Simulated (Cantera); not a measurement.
Source: NASA polynomial tables (part measured, part estimated), evaluated in Cantera. Values are per mole of reaction as written; species without (g) are pure solids or liquids, kept so even where they would boil at 1 bar.

a) 2 C + O2(g) → 2 CO(g)
b) 1.333 B + O2(g) → 0.6667 B2O3(g)
c) 0.8 Ta + O2(g) → 0.4 Ta2O5
d) Nb + O2(g) → NbO2(g)
e) 1.143 Ti + O2(g) → 0.2857 Ti4O7
f) 0.8 V + O2(g) → 0.4 V2O5
g) 2 Ti + O2(g) → 2 TiO(g)

Problem. Order these by ΔG° at 625 K, most negative first.

Solution. e (-859 kJ), c (-706 kJ), b (-542 kJ), f (-511 kJ), a (-334 kJ), d (-218 kJ), g (-14 kJ)
